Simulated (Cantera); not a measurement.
Mixture: CH4 : CO : O2 : N2 = 1 : 1.2 : 2.36 : 8.89 (molar parts), equivalence ratio 1.1, at 10.0 bar, adiabatic and at constant volume. Ignition delay is the time to a rise of 400 K.

Cantera simulation using GRI-Mech 3.0 (53 species, 325 reactions); the numbers are that mechanism's predictions, not measurements.

Task: Predict: delay at 1125 K; delay at 1225 K; delay at 1325 K; delay at 1425 K; delay at 1525 K; delay at 1625 K; delay at 1725 K; apparent activation energy between 1525 and 1725 K.

Result: 
```
Item                                                     Value
--------------------------------------------------  ----------
delay at 1125 K                                        28.2 ms
delay at 1225 K                                        6.11 ms
delay at 1325 K                                        1.59 ms
delay at 1425 K                                       0.478 ms
delay at 1525 K                                       0.163 ms
delay at 1625 K                                        62.8 µs
delay at 1725 K                                        27.2 µs
apparent activation energy between 1525 and 1725 K  200 kJ/mol
```
